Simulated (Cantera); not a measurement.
Feed: 1 mol SiC, 0.013 mol N2O, 790 mol H2, at 1427 °C and 1 atm.

Equilibrium computed with Cantera from the NASA thermochemical tables; the gas is ideal and each condensed phase is pure. Candidate condensed phases: C, C6H6, C7H8, C8H18, H2O, Si, SiC, SiO2, Si2N2O, Si3N4; 151 gas species. Kinetics and transport are ignored.

Task: What is the equilibrium state?

Result: 
```
Item                                       Result
--------------------------------------  ---------
x(H2)                                       1.000
x(H)                                     0.000146
x(CH4)                                    2.42e-5
x(N2)                                     1.62e-5
x(SiO)                                    1.47e-5
x(SiH2)                                   9.63e-6
x(CO)                                     1.71e-6
n(SiC(s))                               0.979 mol
gas amount                              790.1 mol
log10 activity of Si(l) (absent)            -0.17
log10 activity of C(graphite) (absent)      -1.66
```
